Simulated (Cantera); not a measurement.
Input: 1 mol B2H6, 8.4 mol H2O, 0.19 mol N2, held at 0.0170 bar.

Equilibrium computed with Cantera from the NASA thermochemical tables; the gas is ideal and each condensed phase is pure. Candidate condensed phases: B, BN, B2O3, B3O3H3, H2O; 39 gas species. The feed counts by its element totals alone. Gases not in the tables: H3BO3. Equilibrium is a limit: real reactors are often held back by kinetics, nucleation or transport.

Task: Which condensed phases are stable at each of these points (T (K)): 1375, 1425, 1475, 1525, 1575, 1625, 1675?

Result: 
```csv
T (K),condensed phases,B condensed (%)
1375,B2O3(l),77.9
1425,B2O3(l),63.5
1475,B2O3(l),41.9
1525,B2O3(l),10.1
1575,gas only,0.0
1625,gas only,0.0
1675,gas only,0.0
```

From 1375 K to 1525 K the condensed part is B2O3(l). From 1575 K to 1675 K nothing is condensed.
